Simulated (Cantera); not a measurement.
## Si(CH3)4 + H2 (silicon carbide growth)

Charge: 1 mol Si(CH3)4, 83 mol H2, at 2000 K.

Cantera equilibrium calculation (NASA polynomials, part measured and part estimated; ideal gas, pure solids and liquids). Candidate condensed phases: C, C6H6, C7H8, C8H18, Si, SiC; 87 gas species. The numbers say what is thermodynamically allowed, not how fast it happens.

```csv
P (Pa),log p H2,log p H,log p Si,log p C2H2 (acetylene),log p CH4,log p SiC2,n C(graphite),n SiC(s)
100,-3.02,-4.30,-5.62,-6.14,-9.42,-7.01,3.09,0.755
220,-2.67,-4.13,-5.62,-5.79,-8.72,-7.01,2.97,0.888
460,-2.35,-3.96,-5.62,-5.46,-8.07,-7.01,2.91,0.946
1000,-2.01,-3.79,-5.62,-5.12,-7.39,-7.01,2.89,0.975
2200,-1.66,-3.62,-5.62,-4.78,-6.70,-7.01,2.87,0.988
4600,-1.34,-3.46,-5.62,-4.46,-6.05,-7.01,2.87,0.994
10000,-1.00,-3.29,-5.62,-4.12,-5.38,-7.01,2.86,0.997
22000,-0.66,-3.12,-5.62,-3.77,-4.69,-7.01,2.86,0.998
46000,-0.34,-2.96,-5.62,-3.45,-4.05,-7.01,2.85,0.999
100000,0.00,-2.79,-5.62,-3.12,-3.37,-7.01,2.82,0.999
```
log p: log10 of the partial pressure in bar; n: condensed amount in mol.

From 0.750 Torr to 750 Torr the condensed part is C(graphite) + SiC(s). The main Si-bearing gas is Si at 0.750 Torr and SiH2 at 750 Torr.
